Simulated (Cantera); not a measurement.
## Counterflow diffusion flame

A counterflow diffusion flame at 1.50 bar, nozzles 20 mm apart: fuel side 100 % C₃H₈ at 600 K, oxidiser side 18.0 % O₂, 82.0 % N₂ at 323 K, fuel mass flux 1 times the oxidiser's; mixture-averaged transport, no radiation.

Model: GRI-Mech 3.0 (53 species, 325 reactions), integrated in Cantera. GRI-Mech 3.0 was tuned for natural gas; its chemistry of propane as a main component is partial and can be far from experiment. GRI-Mech 3.0 has no aromatics or soot, which form on the fuel side of real flames. The maximum strain rate includes the flame's own expansion and is several times the mean.

```csv
oxidiser flux (kg/m²/s),max strain (1/s),mean strain (1/s),T max (K),peak x OH,peak x H,peak x NO,peak x CO,peak x C₂H₂
0.38,159,26.2,1919,0.00409,0.00229,0.000160,0.0417,0.0324
0.51,208,35.1,1904,0.00411,0.00244,0.000151,0.0423,0.0306
0.7,277,48.2,1887,0.00410,0.00261,0.000139,0.0431,0.0287
0.95,366,65.4,1870,0.00406,0.00276,0.000126,0.0439,0.0266
1.3,486,89.5,1851,0.00400,0.00290,0.000110,0.0450,0.0245
1.8,654,124,1827,0.00384,0.00301,9.16e-5,0.0463,0.0220
2.4,851,165,1803,0.00364,0.00304,7.35e-5,0.0479,0.0196
3.3,1140,227,1770,0.00332,0.00299,5.19e-5,0.0502,0.0164
4.5,1510,310,1722,0.00279,0.00273,2.90e-5,0.0534,0.0122
```
x: mole fraction; the columns are a selection and need not sum to one.
